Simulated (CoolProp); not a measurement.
Model: reference Helmholtz-energy equation of state, Lemmon 2006, in CoolProp. It is a short technical equation, of lower accuracy than the large ones.

For carbonyl sulfide, give the phase and the cp (kJ/(kg K)), cv (kJ/(kg K)), speed of sound (m/s), isothermal compressibility (1/MPa) at -80.65 °C and 25 MPa.


- -80.65 °C and 25 MPa: liquid; cp 1.14, cv 0.732, speed of sound 1270, isothermal compressibility 0.000760
